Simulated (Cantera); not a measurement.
Input (Python, Cantera) and output of one run.

```python
import numpy as np
import cantera as ct

gas_names = """
    CL2 O2
""".split()
cond_names = """
    CaO(s) CaO(L) CaCL2(s) CaCL2(L)
""".split()


# ... load() reads the species with a 1 bar reference pressure and builds the phases ...
species = {s.name: s for s in load("nasa_gas.yaml", gas_names) + load("nasa_condensed.yaml", cond_names)}
# Each term lists the table entries of one substance; the one whose range holds T is used.
reactions = {
    '2 CaO + 2 Cl2(g) = O2(g) + 2 CaCl2':
        [(-2, ['CaO(s)', 'CaO(L)']), (-2, ['CL2']), (1, ['O2']), (2, ['CaCL2(s)', 'CaCL2(L)'])],
}


def pick(names, T):
    return next(species[n] for n in names if species[n].thermo.min_temp <= T <= species[n].thermo.max_temp)


results = []
for label, terms in reactions.items():
    print(label)
    print("     T/K   dH/kJ  dS/(J/K)   dG/kJ   log10 K")
    for T in [1300, 1350, 1400, 1450, 1500, 1550, 1600, 1650, 1700, 1750]:
        used = [(nu, pick(names, T)) for nu, names in terms]
        dH = sum(nu * s.thermo.h(T) for nu, s in used) / 1e6
        dS = sum(nu * s.thermo.s(T) for nu, s in used) / 1e3
        dG = dH - T * dS / 1e3
        logK = -dG * 1e6 / (ct.gas_constant * T * np.log(10))
        results.append((label, T, dH, dS, dG, logK, [s.name for _, s in used]))
        print(f"{T:8g} {dH:8.1f} {dS:8.1f} {dG:8.1f} {logK:8.2f}")
```

Result:

```
2 CaO + 2 Cl2(g) = O2(g) + 2 CaCl2
     T/K   dH/kJ  dS/(J/K)   dG/kJ   log10 K
    1300   -236.7    -19.2   -211.7     8.51
    1350   -234.0    -17.1   -210.8     8.16
    1400   -231.2    -15.2   -210.0     7.84
    1450   -228.5    -13.3   -209.3     7.54
    1500   -225.8    -11.4   -208.7     7.27
    1550   -223.1     -9.7   -208.2     7.01
    1600   -220.5     -8.0   -207.7     6.78
    1650   -217.9     -6.4   -207.4     6.56
    1700   -215.3     -4.8   -207.1     6.36
    1750   -212.7     -3.3   -206.9     6.17
```

Source: NASA polynomial tables (part measured, part estimated), evaluated in Cantera. Condensed species are held in their standard states even where they would react or evaporate.
